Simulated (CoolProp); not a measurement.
The fluid at 468.44 K and 0.164 MPa flows at 0.89 m/s in a round tube of 50 mm bore and 1.5 µm roughness, fully developed (64/Re and Nu = 3.66 if laminar; Colebrook and Gnielinski if turbulent). The same conditions are run with several fluids, on thermodynamics alone (safety and materials aside).

Values from CoolProp's reference Helmholtz-energy equation of state of each fluid (m-xylene: Zhou 2012; ethanol: Schroeder 2014; n-nonane: Lemmon 2006; ethylbenzene: Zhou 2012).

Task: Rank m-xylene, ethanol, n-nonane, ethylbenzene by Reynolds number, highest first.

Result: n-nonane (30800), m-xylene (20600), ethylbenzene (19100), ethanol (6300)

```tsv
fluid	Darcy friction factor	pressure drop (Pa/m)	heat-transfer coefficient (W/(m² K))	mass flow (kg/h)
m-xylene	0.0257	0.954	26.9	29.4
ethanol	0.0351	0.545	14.6	12.4
n-nonane	0.0234	1.07	39.5	36.3
ethylbenzene	0.0262	0.971	27.1	29.4
```

Transport values come from each fluid's own correlations; those of ethylbenzene are estimates that may be off by 10 % or more.
